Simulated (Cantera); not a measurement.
Input (Python, Cantera) and output of one run.

```python
import numpy as np
import cantera as ct

gas_names = """
    H H2 N NH NH2 NH3 N2 N2H2 N2H4 Si SiH SiH2 SiH3 SiH4 SiN Si2 Si2N Si3
""".split()
cond_names = """
    Si(cr) Si(L) Si3N4(a)
""".split()


def load(file, names, dense=False):
    # The tables refer to 1 bar. Condensed volumes are neglected.
    table = {s.name: s for s in ct.Species.list_from_file(file)}
    out = []
    for n in names:
        d = dict(table[n].input_data)
        d["thermo"] = dict(d["thermo"], **{"reference-pressure": 1e5})
        if dense:
            d["equation-of-state"] = {"model": "constant-volume", "density": "1e6 g/cm^3"}
        out.append(ct.Species.from_dict(d))
    return out


gas = ct.Solution(thermo="ideal-gas", species=load("nasa_gas.yaml", gas_names))
cond = {s.name: ct.Solution(thermo="fixed-stoichiometry", species=[s], name=s.name)
        for s in load("nasa_condensed.yaml", cond_names, dense=True)}
atoms = {
    'trisilylamine': {'Si': 3, 'N': 1, 'H': 9},
    'NH3': {'N': 1, 'H': 3},
}
top_T = {'Si3N4(a)': 2400}  # K; cautious upper limits of use, not melting points


def equilibrate(T, P, feed):
    n = {}
    for name, mol in feed.items():
        for a, k in atoms[name].items():
            n[a] = n.get(a, 0.0) + k * mol
    gas.TPX = T, P, n
    mass = sum(n.values()) * gas.mean_molecular_weight
    gas.equilibrate("TP")
    valid = [c for c in cond.values() if c.min_temp <= T <= top_T.get(c.name, c.max_temp)]
    mix = ct.Mixture([(gas, mass / gas.mean_molecular_weight)] + [(c, 0.0) for c in valid])
    mix.T, mix.P = T, P
    mix.equilibrate("TP", solver="vcs", rtol=1e-11, max_steps=5000)
    return mix


results = []
feed = {'trisilylamine': 1, 'NH3': 0.71}  # mol
T = 1823.15  # K
for P in [5, 21, 85, 350, 1400, 5900, 24000, 100000]:
    mix = equilibrate(T, P, feed)
    results.append((T, P, feed, dict(zip(mix.species_names, mix.species_moles))))

top = {s: max(r[3][s] / sum(r[3][g] for g in gas_names) for r in results) for s in gas_names}
cols = sorted((s for s in top if top[s] > 0.0001), key=lambda s: -top[s])[:9]
seen = [c for c in cond_names if any(r[3].get(c, 0) > 1e-12 for r in results)]
print("log10 of partial pressures in bar; condensed amounts in mol")
print(f"{'P/Pa':>10s}" + "".join(f"{s[:9]:>10s}" for s in cols + seen))
for T, P, feed, n in results:
    ng = sum(n[g] for g in gas_names)
    print(f"{P:10.4g}" + "".join(f"{np.log10(max(n[s] / ng * P / 1e5, 1e-99)):10.3f}" for s in cols)
          + "".join(f"{n.get(c, 0):10.4g}" for c in seen))
```

Result:

```
log10 of partial pressures in bar; condensed amounts in mol
      P/Pa        H2        N2        Si         H       SiH       Si2      Si2N       Si3     Si(L)  Si3N4(a)
         5    -4.432    -5.231    -5.354    -5.579    -7.541    -7.542    -8.157    -8.171     2.338         0
        21    -3.763    -4.569    -5.354    -5.244    -7.206    -7.542    -7.826    -8.171     2.854         0
        85    -3.142    -3.952    -5.354    -4.933    -6.896    -7.542    -7.517    -8.171     2.964         0
       350    -2.522    -3.334    -5.354    -4.624    -6.586    -7.542    -7.208    -8.171     2.991         0
      1400    -1.918    -2.730    -5.354    -4.322    -6.284    -7.542    -6.907    -8.171     2.997         0
      5900    -1.292    -2.105    -5.354    -4.009    -5.971    -7.542    -6.594    -8.171     2.999         0
   2.4e+04    -0.644    -1.893    -5.354    -3.685    -5.647    -7.542    -6.488    -8.171     2.187    0.2709
     1e+05    -0.006    -1.893    -5.354    -3.366    -5.328    -7.542    -6.488    -8.171     1.825    0.3915
```

Equilibrium computed with Cantera from the NASA thermochemical tables; the gas is ideal and each condensed phase is pure. The feed counts by its element totals alone. Mutual solubility and eutectic melting of coexisting phases are not modelled. The tables' values for SiN are old estimates; treat these amounts as uncertain. Gases not in the tables: Si2H6 and higher silanes.
